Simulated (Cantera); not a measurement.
Adiabatic ignition

An adiabatic, constant-volume homogeneous reactor starts with H2 : O2 : N2 = 1 : 0.455 : 1.71 (molar parts), at 1475 K and 0.390 bar.

Detailed kinetics in Cantera: the H2/O2 subset of GRI-Mech 3.0, which has no nitrogen chemistry.

```tsv
t (s)	T (K)	P (bar)	x H2	x O2	x H	x OH	x H2O	x H2O2
6.00e-6	1475	0.390	0.316	0.144	1.57e-6	1.68e-7	1.28e-6	7.24e-9
1.23e-5	1475	0.390	0.316	0.144	2.05e-5	2.23e-6	2.24e-5	2.89e-8
2.54e-5	1478	0.391	0.310	0.141	0.00334	0.000370	0.00386	2.87e-7
5.22e-5	1866	0.485	0.0716	0.0309	0.117	0.0225	0.180	5.40e-7
0.000107	2322	0.585	0.0778	0.0240	0.0783	0.0330	0.198	1.84e-7
0.000221	2737	0.671	0.0762	0.0180	0.0489	0.0376	0.221	2.14e-7
0.000455	2903	0.703	0.0736	0.0154	0.0387	0.0376	0.233	3.58e-7
0.000935	2908	0.704	0.0735	0.0154	0.0384	0.0375	0.233	3.65e-7
0.00192	2908	0.704	0.0735	0.0154	0.0384	0.0375	0.233	3.65e-7
0.00396	2908	0.704	0.0735	0.0154	0.0384	0.0375	0.233	3.65e-7
0.00814	2908	0.704	0.0735	0.0154	0.0384	0.0375	0.233	3.65e-7
0.0168	2908	0.704	0.0735	0.0154	0.0384	0.0375	0.233	3.65e-7
0.0345	2908	0.704	0.0735	0.0154	0.0384	0.0375	0.233	3.65e-7
0.0709	2908	0.704	0.0735	0.0154	0.0384	0.0375	0.233	3.65e-7
0.146	2908	0.704	0.0735	0.0154	0.0384	0.0375	0.233	3.65e-7
0.300	2908	0.704	0.0735	0.0154	0.0384	0.0375	0.233	3.65e-7
```
x: mole fraction; the columns are a selection and need not sum to one.

* **time of steepest temperature rise**: 35.6 µs
* **temperature at 0.300 s**: 2908 K
* **equilibrium temperature**: 2908 K
* **x(H2) at 0.300 s**: 0.0735 (gas-phase equilibrium 0.0735)
* **x(O2) at 0.300 s**: 0.0154 (gas-phase equilibrium 0.0154)
* **x(H) at 0.300 s**: 0.0384 (gas-phase equilibrium 0.0384)
